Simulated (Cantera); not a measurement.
## Equilibrium for silicon carbide growth: (CH₃)₂SiCl₂ + CH₄ + H₂

Feed: 1 mol (CH₃)₂SiCl₂, 0.16 mol CH₄, 380 mol H₂, held at 9.80 mbar.

Cantera equilibrium calculation (NASA polynomials, part measured and part estimated; ideal gas, pure solids and liquids). Candidate condensed phases: C, C₆H₆, C₇H₈, C₈H₁₈, Si, SiC; 109 gas species. The feed counts by its element totals alone. The tables' values for SiCl are old estimates; treat these amounts as uncertain. Gases not in the tables: Si₂H₆ and higher silanes. Equilibrium is a limit: real reactors are often held back by kinetics, nucleation or transport.

```json
[
 {"T (K)": "950", "x H₂": "0.993", "x H": "5.60e-9", "x HCl": "0.00521", "x C₂H₂ (acetylene)": "2.73e-10", "x Si": "<1e-12", "x CH₄": "0.00162", "x Cl": "2.80e-11", "n C(graphite)": "0.538", "n SiC(s)": "1.000"},
 {"T (K)": "1100", "x H₂": "0.994", "x H": "2.60e-7", "x HCl": "0.00521", "x C₂H₂ (acetylene)": "1.32e-8", "x Si": "<1e-12", "x CH₄": "0.000348", "x Cl": "1.22e-9", "n C(graphite)": "1.03", "n SiC(s)": "1.000"},
 {"T (K)": "1250", "x H₂": "0.995", "x H": "4.87e-6", "x HCl": "0.00520", "x C₂H₂ (acetylene)": "2.51e-7", "x Si": "1.91e-12", "x CH₄": "0.000107", "x Cl": "2.18e-8", "n C(graphite)": "1.12", "n SiC(s)": "1.000"},
 {"T (K)": "1400", "x H₂": "0.995", "x H": "4.90e-5", "x HCl": "0.00520", "x C₂H₂ (acetylene)": "2.51e-6", "x Si": "4.03e-10", "x CH₄": "4.19e-5", "x Cl": "2.11e-7", "n C(graphite)": "1.14", "n SiC(s)": "1.000"},
 {"T (K)": "1550", "x H₂": "0.994", "x H": "0.000317", "x HCl": "0.00520", "x C₂H₂ (acetylene)": "1.60e-5", "x Si": "2.98e-8", "x CH₄": "1.97e-5", "x Cl": "1.32e-6", "n C(graphite)": "1.14", "n SiC(s)": "1.000"},
 {"T (K)": "1700", "x H₂": "0.993", "x H": "0.00148", "x HCl": "0.00519", "x C₂H₂ (acetylene)": "7.29e-5", "x Si": "1.03e-6", "x CH₄": "1.06e-5", "x Cl": "6.03e-6", "n C(graphite)": "1.10", "n SiC(s)": "0.999"},
 {"T (K)": "1850", "x H₂": "0.989", "x H": "0.00541", "x HCl": "0.00516", "x C₂H₂ (acetylene)": "0.000259", "x Si": "1.98e-5", "x CH₄": "6.28e-6", "x Cl": "2.15e-5", "n C(graphite)": "0.968", "n SiC(s)": "0.990"},
 {"T (K)": "2000", "x H₂": "0.978", "x H": "0.0162", "x HCl": "0.00509", "x C₂H₂ (acetylene)": "0.000751", "x Si": "0.000244", "x CH₄": "3.97e-6", "x Cl": "6.29e-5", "n C(graphite)": "0.680", "n SiC(s)": "0.885"},
 {"T (K)": "2150", "x H₂": "0.949", "x H": "0.0415", "x HCl": "0.00490", "x C₂H₂ (acetylene)": "0.00184", "x Si": "0.00204", "x CH₄": "2.59e-6", "x Cl": "0.000157", "n C(graphite)": "0.541", "n SiC(s)": "0"},
 {"T (K)": "2300", "x H₂": "0.898", "x H": "0.0926", "x HCl": "0.00460", "x C₂H₂ (acetylene)": "0.00245", "x Si": "0.00215", "x CH₄": "1.34e-6", "x Cl": "0.000342", "n C(graphite)": "0", "n SiC(s)": "0"}
]
```
x: gas mole fraction; n: condensed amount in mol.

From 950 K to 2000 K the condensed part is C(graphite) + SiC(s). At 2150 K the condensed part is C(graphite). At 2300 K nothing is condensed. The main Si-bearing gas is SiCl₄ at 950 K and Si at 2300 K.
